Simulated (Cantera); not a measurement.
A freely propagating, adiabatic, planar premixed flame of H2 : O2 : N2 = 1 : 0.357 : 1.34 (molar parts), equivalence ratio 1.4, unburnt at 450 K and 13300 Pa; mixture-averaged transport, grid criteria slope 0.08 and curve 0.16, no radiation.

Computed with Cantera and the H2/O2 subset of GRI-Mech 3.0, which has no nitrogen chemistry. Burning velocities carry a grid error of a few per cent, more on coarse grids.

Q: How do the results move with these cheaper or finer settings: unity-Lewis-number transport; multicomponent transport; multicomponent+Soret transport; grid criteria slope 0.5, curve 1; grid criteria slope 0.25, curve 0.5; grid criteria slope 0.03, curve 0.06?

A: 
```tsv
setting	laminar burning velocity	thermal thickness	peak x(OH)	peak x(H)	grid points
as above	425 cm/s	5.73 mm	0.0117	0.113	142
unity-Lewis-number transport	258 cm/s	4.48 mm	0.0115	0.116	127
multicomponent transport	414 cm/s	5.73 mm	0.0117	0.113	142
multicomponent+Soret transport	397 cm/s	5.63 mm	0.0117	0.111	142
grid criteria slope 0.5, curve 1	513 cm/s	7.60 mm	0.0126	0.114	45
grid criteria slope 0.25, curve 0.5	450 cm/s	6.35 mm	0.0121	0.114	73
grid criteria slope 0.03, curve 0.06	419 cm/s	5.58 mm	0.0116	0.113	322
```
Unity Lewis numbers drop preferential diffusion, which matters most where H2 and H carry the flame; Soret adds thermal diffusion.
